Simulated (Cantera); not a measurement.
Input: 1 mol CH₃F, 0.013 mol F₂, 1.5 mol H₂, 0.37 mol Cl₂, at 9.20 mbar.

Cantera equilibrium calculation (NASA polynomials, part measured and part estimated; ideal gas, pure solids and liquids). Candidate condensed phases: C, C₆H₆, C₇H₈, C₈H₁₈; 118 gas species. Kinetics and transport are ignored.

Q: Which condensed phases are stable at each of these points (T (K)): 1773, 1973, 2173, 2373, 2573, 2773, 2973, 3173, 3373, 3573?

A: 
```csv
T (K),condensed phases,C condensed (%)
1773,C(graphite),99.9
1973,C(graphite),99.7
2173,C(graphite),99.1
2373,C(graphite),97.5
2573,C(graphite),94.4
2773,C(graphite),86.1
2973,C(graphite),31.9
3173,gas only,0.0
3373,gas only,0.0
3573,gas only,0.0
```

From 1773 K to 2973 K the condensed part is C(graphite). From 3173 K to 3573 K nothing is condensed.
